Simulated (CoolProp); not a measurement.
Vapour-liquid equilibrium of R125 (1) + R143a (2) at 235.1 K; x and y are mole fractions of (1).

Values from CoolProp's multi-fluid Helmholtz-energy mixture model, Lemmon 2005 and Lemmon and Jacobsen 2000; pair parameters Lemmon 2004.

| x | bubble pressure (bar) | y at the bubble point | dew pressure at overall composition x (bar) | liquid density (mol/L) |
|---|---|---|---|---|
| 0.05 | 1.530 | ___ | 1.529 | 13.51 |
| 0.15 | 1.519 | 0.144 | 1.519 | 13.38 |
| 0.25 | 1.513 | 0.246 | 1.513 | 13.25 |
| 0.35 | 1.511 | 0.351 | 1.511 | 13.12 |
| 0.45 | 1.514 | 0.458 | 1.514 | 12.99 |
| 0.55 | 1.523 | ___ | 1.521 | 12.87 |
| 0.65 | 1.536 | 0.670 | 1.533 | 12.74 |
| 0.75 | 1.554 | 0.772 | ___ | 12.62 |
| 0.85 | 1.577 | 0.868 | 1.572 | 12.49 |
| 0.95 | 1.603 | 0.958 | 1.601 | 12.37 |

Question: What belongs in the gaps?

Answer: 
- 0.05, y at the bubble point: 0.046
- 0.55, y at the bubble point: 0.565
- 0.75, dew pressure at overall composition x (bar): 1.550

y crosses x between x = 0.25 and 0.35: the model has an azeotrope there.

Pair parameters are fitted to limited data, so mixtures are less certain than the pure fluids.
